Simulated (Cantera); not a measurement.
An isothermal plug-flow reactor at 925 K and 5.00 bar (inlet), inlet velocity 1 m/s, active area per volume 410 1/m; feed CO : O₂ : N₂ : H₂O = 0.0039 : 0.2 : 0.79 : 0.085 (molar parts), equivalence ratio 0.0097.

Computed with Cantera and Deutschmann's 1995 Pt surface mechanism with GRI-Mech 3.0 gas chemistry. Catalytic surfaces can have several steady states; this one follows from the mechanism file's or the stated starting coverage. Mass transfer to the wall is taken as infinitely fast.

Task: What does this change do: temperature 925 to 523 K?

Result: 
```tsv
quantity	before	after
x(CO) at z = 0.075 m	<1e-12	0.00361
x(O₂) at z = 0.075 m	0.184	0.185
x(H₂O) at z = 0.075 m	0.0789	0.0788
x(CO₂) at z = 0.075 m	0.00362	2.76e-8
θ(O*) at the exit	0.936	0.997
θ(OH*) at the exit	0.00854	0.00332
```
